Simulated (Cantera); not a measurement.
Input: 1 mol Fe2O3, 1.1 mol Cl2, 0.45 mol H2, equilibrated at 0.150 bar.

These are equilibrium values from Cantera (NASA tables, ideal gas, pure condensed phases), not measurements of a reactor. Candidate condensed phases: Fe, FeCl2, FeCl3, FeO, Fe(OH)2, Fe(OH)3, Fe2O3, Fe3O4, H2O; 22 gas species. Equilibrium is a limit: real reactors are often held back by kinetics, nucleation or transport. All values below are at 1400 K.

Base state: HCl 0.480, O2 0.158, FeCl2 0.123, Cl2 0.103, FeCl3 0.0971, Cl 0.0235, H2O 0.0152, Fe2Cl4 0.000200 (mole fractions); condensed: Fe2O3(s).

**Question.** What changes in the equilibrium state with this change: pressure from 0.150 bar to 1.20 Pa?

**Answer.** 
| species | before | after |
|---|---|---|
| HCl | 0.480 | 0.353 |
| FeCl2 | 0.123 | 0.244 |
| O2 | 0.158 | 0.225 |
| Cl | 0.0235 | 0.151 |
| FeCl3 | 0.0971 | 9.86e-5 |
| Cl2 | 0.103 | 0.000337 |
| H2O | 0.0152 | 0.0267 |
| Fe2Cl6 | 2.87e-5 | <1e-9 |
| Fe2Cl4 | 0.000200 | 6.29e-8 |
| O | 9.71e-7 | 0.000130 |
| Fe2O3(s), mol | 0.805 | 0 |
| Fe3O4(s), mol | 0 | 0.486 |
